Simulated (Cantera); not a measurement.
What does this Cantera script print?

```python
import numpy as np
import cantera as ct

gas = ct.Solution("gri30.yaml")
gas.TPX = 1500, 85000, {'CH4': 1, 'H2': 0.1, 'O2': 6.41, 'N2': 16.7}
reactor = ct.IdealGasReactor(gas, energy="on", clone=False)
net = ct.ReactorNet([reactor])
net.rtol, net.atol = 1e-08, 1e-16
show = ['CH4', 'H2', 'O2', 'NO', 'C2H6', 'CH2CO']
times = np.geomspace(3e-06, 0.3, 11)

steps = ct.SolutionArray(gas, extra=["t"])
rows = []
print(f"{'t/s':>10s}{'T/K':>9s}{'P/Pa':>11s}" + "".join(f"{s:>11s}" for s in show))
for t in times:
    while net.time < t:
        t_next = net.step()
        steps.append(gas.state, t=t_next)
    rows.append([np.interp(t, steps.t, y) for y in (steps.T, steps.P, *steps(*show).X.T)])
    print(f"{t:10.3e}{rows[-1][0]:9.1f}{rows[-1][1]:11.4g}" + "".join(f"{x:11.3e}" for x in rows[-1][2:]))
rate = np.gradient(steps.T, steps.t)
print("integrator steps:", len(steps.t))
if steps.T.max() > steps.T[0] + 200:
    print(f"time of steepest temperature rise: {steps.t[rate.argmax()]:.4e} s")
gas.TPX = 1500, 85000, {'CH4': 1, 'H2': 0.1, 'O2': 6.41, 'N2': 16.7}
gas.equilibrate("UV")
print(f"equilibrium (UV): T = {gas.T:.1f} K  " + "  ".join(f"{s} {gas[s].X[0]:.3e}" for s in show))
```

Result:

```
       t/s      T/K       P/Pa        CH4         H2         O2         NO       C2H6      CH2CO
 3.000e-06   1500.0    8.5e+04  4.131e-02  4.131e-03  2.648e-01  1.582e-16  4.754e-13  8.498e-21
 9.487e-06   1500.0    8.5e+04  4.130e-02  4.130e-03  2.648e-01  1.070e-15  2.323e-11  5.466e-18
 3.000e-05   1500.0    8.5e+04  4.130e-02  4.130e-03  2.648e-01  6.166e-15  1.119e-09  2.432e-15
 9.487e-05   1500.0    8.5e+04  4.128e-02  4.129e-03  2.648e-01  5.785e-14  9.009e-08  2.425e-12
 3.000e-04   1502.5  8.514e+04  4.060e-02  4.095e-03  2.643e-01  2.358e-12  5.137e-05  6.644e-08
 9.487e-04   2493.8  1.421e+05  1.368e-19  9.351e-04  1.755e-01  6.234e-04  7.507e-37  1.067e-21
 3.000e-03   2489.7  1.418e+05  1.285e-19  9.119e-04  1.743e-01  3.231e-03  6.622e-37  9.711e-22
 9.487e-03   2478.0  1.411e+05  1.115e-19  8.735e-04  1.715e-01  9.334e-03  5.156e-37  8.030e-22
 3.000e-02   2464.5  1.403e+05  9.412e-20  8.301e-04  1.682e-01  1.635e-02  3.818e-37  6.381e-22
 9.487e-02   2461.6  1.401e+05  9.072e-20  8.210e-04  1.675e-01  1.784e-02  3.577e-37  6.068e-22
 3.000e-01   2461.6  1.401e+05  9.070e-20  8.209e-04  1.675e-01  1.785e-02  3.576e-37  6.067e-22
integrator steps: 1755
time of steepest temperature rise: 4.9320e-04 s
equilibrium (UV): T = 2461.6 K  CH4 1.374e-19  H2 8.209e-04  O2 1.675e-01  NO 1.785e-02  C2H6 7.280e-37  CH2CO 8.154e-22
```

Model: GRI-Mech 3.0 (53 species, 325 reactions), integrated in Cantera.
